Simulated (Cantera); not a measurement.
A closed system holds: 1 mol HMDSO, 0.17 mol O2, 0.47 mol H2, at 2050 K and 1.33 mbar.

Equilibrium computed with Cantera from the NASA thermochemical tables; the gas is ideal and each condensed phase is pure. Candidate condensed phases: C, C6H6, C7H8, C8H18, H2O, Si, SiC, SiO2; 123 gas species. The feed counts by its element totals alone. Kinetics and transport are ignored.

Base state: H2 0.819, CO 0.119, H 0.0562, Si 0.00381, SiO 0.00124, C2H2 (acetylene) 0.000869, SiC2 0.000198, Si2C 0.000128 (mole fractions); condensed: C(graphite) + SiC(s).

### Question
What changes in the equilibrium state with this change: temperature from 2050 K to 625 K?

### Answer
```
species                before   after
-------------------  --------  ------
H2                      0.819   0.943
CH4                   3.33e-7  0.0573
CO                      0.119   <1e-9
H                      0.0562   <1e-9
Si                    0.00381   <1e-9
SiO                   0.00124   <1e-9
C2H2 (acetylene)     0.000869   <1e-9
SiC2                 0.000198   <1e-9
C(graphite), mol         2.71    4.16
SiC(s), mol              1.94    1.33
SiO2(α-quartz), mol         0   0.670
```
